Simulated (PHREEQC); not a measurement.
0.032 g of hydrous ferric oxide (600 m²/g; 0.2 weak and 0.005 strong sites per Fe, Dzombak-Morel constants, diffuse double layer) in 1 kg of water with 0.3 mol/kgw of an inert sodium salt and 2.1e-06 mol/kgw PbCl2 and 9.9e-07 mol/kgw ZnSO4, at 25 °C; the pH is set by adding NaOH or the inert anion's acid. O2 is buffered at 0.21 atm. No CO2 enters from the air. No solid was allowed to form.

The series has 13 steps of pH, from 3 to 11.

Computed with PHREEQC (ion-association model, wateq4f.dat).

Problem. Near which pH is half of the Pb sorbed, and on which side is more sorbed?

Solution. Near pH 4.7, with more sorbed at higher pH.

Problem. Near which pH is half of the Zn sorbed, and on which side is more sorbed?

Solution. Near pH 7.3, with more sorbed at higher pH.

The oxide is taken as insoluble; below pH 4 it would dissolve.
